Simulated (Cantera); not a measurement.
# Aluminium nitride and oxide growth: AlCl3 + HCl + N2 + NH3

Charge: 1 mol AlCl3, 4 mol HCl, a varied amount of N2, 7.6 mol NH3, at 998 K and 0.0100 bar.

These are equilibrium values from Cantera (NASA tables, ideal gas, pure condensed phases), not measurements of a reactor. Candidate condensed phases: Al, AlCl3, AlN, NH4Cl; 20 gas species. The numbers say what is thermodynamically allowed, not how fast it happens.

```json
[
 {"n(N2) (mol)": "56", "log p N2": "-2.11", "log p H2": "-2.83", "log p HCl": "-3.28", "log p AlCl3": "-3.88", "n AlN(s)": "0"},
 {"n(N2) (mol)": "74", "log p N2": "-2.08", "log p H2": "-2.92", "log p HCl": "-3.37", "log p AlCl3": "-3.97", "n AlN(s)": "0"},
 {"n(N2) (mol)": "98", "log p N2": "-2.06", "log p H2": "-3.02", "log p HCl": "-3.47", "log p AlCl3": "-4.07", "n AlN(s)": "0"},
 {"n(N2) (mol)": "130", "log p N2": "-2.05", "log p H2": "-3.12", "log p HCl": "-3.57", "log p AlCl3": "-4.18", "n AlN(s)": "0"},
 {"n(N2) (mol)": "170", "log p N2": "-2.04", "log p H2": "-3.22", "log p HCl": "-3.68", "log p AlCl3": "-4.28", "n AlN(s)": "0"},
 {"n(N2) (mol)": "220", "log p N2": "-2.03", "log p H2": "-3.32", "log p HCl": "-3.78", "log p AlCl3": "-4.38", "n AlN(s)": "0"},
 {"n(N2) (mol)": "300", "log p N2": "-2.02", "log p H2": "-3.45", "log p HCl": "-3.90", "log p AlCl3": "-4.51", "n AlN(s)": "0"},
 {"n(N2) (mol)": "390", "log p N2": "-2.02", "log p H2": "-3.56", "log p HCl": "-4.00", "log p AlCl3": "-4.63", "n AlN(s)": "0.0371"},
 {"n(N2) (mol)": "510", "log p N2": "-2.01", "log p H2": "-3.67", "log p HCl": "-4.10", "log p AlCl3": "-4.76", "n AlN(s)": "0.0761"},
 {"n(N2) (mol)": "680", "log p N2": "-2.01", "log p H2": "-3.80", "log p HCl": "-4.21", "log p AlCl3": "-4.90", "n AlN(s)": "0.118"},
 {"n(N2) (mol)": "890", "log p N2": "-2.01", "log p H2": "-3.91", "log p HCl": "-4.31", "log p AlCl3": "-5.03", "n AlN(s)": "0.157"}
]
```
log p: log10 of the partial pressure in bar; n: condensed amount in mol.

From 56 mol N2 to 300 mol N2 nothing is condensed. From 390 mol N2 to 890 mol N2 the condensed part is AlN(s). The main Al-bearing gas is AlCl3 throughout.
